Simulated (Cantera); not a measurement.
Charge: 1 mol SiH2Cl2, 0.29 mol HCl, 6.3 mol H2, at 0.0160 bar.

Cantera equilibrium calculation (NASA polynomials, part measured and part estimated; ideal gas, pure solids and liquids). Candidate condensed phases: Si; 19 gas species. Gases not in the tables: Si2H6 and higher silanes. The numbers say what is thermodynamically allowed, not how fast it happens.

Question: What share of the Si ends up in condensed phases as a function of T (K), at 1025, 1125, 1225, 1325, 1425, 1525, 1625, 1725?

Answer: 
```json
[
 {"T (K)": "1025", "Si condensed (%)": "45.7", "as": "Si(s)"},
 {"T (K)": "1125", "Si condensed (%)": "48.7", "as": "Si(s)"},
 {"T (K)": "1225", "Si condensed (%)": "48.6", "as": "Si(s)"},
 {"T (K)": "1325", "Si condensed (%)": "45.6", "as": "Si(s)"},
 {"T (K)": "1425", "Si condensed (%)": "43.0", "as": "Si(s)"},
 {"T (K)": "1525", "Si condensed (%)": "41.3", "as": "Si(s)"},
 {"T (K)": "1625", "Si condensed (%)": "40.0", "as": "Si(s)"},
 {"T (K)": "1725", "Si condensed (%)": "40.1", "as": "Si(l)"}
]
```
